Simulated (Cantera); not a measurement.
An adiabatic, constant-volume homogeneous reactor starts with 13.8 % CO, 8.56 % H2, 1.13 % CH4, 8.41 % O2, 68.1 % N2, equivalence ratio 1.6, at 1325 K and 110000 Pa.

Cantera simulation using GRI-Mech 3.0 (53 species, 325 reactions); the numbers are that mechanism's predictions, not measurements.

Problem. Predict: time of steepest temperature rise; temperature at 0.600 s; equilibrium temperature; x(CO) at 0.600 s; x(H2) at 0.600 s; x(H) at 0.600 s; x(HO2) at 0.600 s; x(HCN) at 0.600 s.

Solution. 
```
Quantity                                                             Value
---------------------------------  ---------------------------------------
time of steepest temperature rise                                  66.6 µs
temperature at 0.600 s                                              2621 K
equilibrium temperature                                             2621 K
x(CO) at 0.600 s                     0.0923 (gas-phase equilibrium 0.0923)
x(H2) at 0.600 s                     0.0195 (gas-phase equilibrium 0.0195)
x(H) at 0.600 s                    0.00410 (gas-phase equilibrium 0.00410)
x(HO2) at 0.600 s                  4.44e-7 (gas-phase equilibrium 4.44e-7)
x(HCN) at 0.600 s                  1.00e-8 (gas-phase equilibrium 1.00e-8)
```
